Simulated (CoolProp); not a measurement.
Saturation properties of decamethylcyclopentasiloxane (D5).

The numbers come from the reference Helmholtz-energy equation of state, Thol 2019 in CoolProp.

| T (K) | p (kPa) | liquid density (kg/m³) | vapour density (kg/m³) | enthalpy of vaporisation (kJ/kg) | liquid cp (kJ/(kg K)) |
|---|---|---|---|---|---|
| 357.9 | 1.162 | 889.8 | 0.1452 | 152.5 | 1.783 |
| 362.5 | 1.478 | 884.9 | 0.1825 | … | 1.790 |
| 367.1 | 1.865 | … | 0.2275 | 149.4 | 1.797 |
| 371.6 | 2.323 | 875.1 | 0.2802 | 147.8 | 1.804 |
| 376.2 | 2.886 | 870.1 | 0.3443 | 146.3 | 1.811 |
| 380.8 | 3.560 | 865.1 | 0.4200 | 144.7 | 1.818 |
| 385.3 | 4.342 | 860.2 | 0.5070 | 143.2 | 1.825 |
| 389.9 | 5.285 | 855.1 | 0.6107 | 141.7 | 1.832 |
| 394.5 | 6.392 | 850.0 | … | 140.2 | 1.840 |
| 399 | 7.654 | 845.1 | 0.8672 | 138.7 | 1.847 |
| 403.6 | 9.150 | 839.9 | 1.027 | 137.2 | 1.855 |
| 408.2 | 10.88 | … | 1.210 | 135.7 | 1.862 |
| 412.7 | 12.82 | 829.7 | 1.413 | 134.2 | 1.870 |

Q: Some entries are withheld; supply them.

A: 
- 362.5, enthalpy of vaporisation (kJ/kg): 150.9
- 367.1, liquid density (kg/m³): 879.9
- 394.5, vapour density (kg/m³): 0.7312
- 408.2, liquid density (kg/m³): 834.8

It boils at 484.1 K under 1 atm.
